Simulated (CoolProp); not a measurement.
R125 at 293.15 K and 4.14 MPa flows at 9.3 m/s in a round tube of 2 mm bore and 1.5 µm roughness, fully developed (64/Re and Nu = 3.66 if laminar; Colebrook and Gnielinski if turbulent). Each further row changes one setting.

Computed with CoolProp (reference Helmholtz-energy equation of state, Lemmon 2005).

| case | Reynolds number | Darcy friction factor | pressure drop (Pa/m) | heat-transfer coefficient (W/(m² K)) | mass flow (kg/h) |
|---|---|---|---|---|---|
| as stated | 139000 | 0.0206 | 558000 | 21400 | 132 |
| velocity 18.6 m/s | 278000 | 0.0196 | 2120000 | 41400 | 263 |
| diameter 4 mm | 278000 | 0.0176 | 238000 | 19000 | 527 |

Viscosity comes from a separate model (Huber 2006). Thermal conductivity comes from a separate model (Perkins 2006).
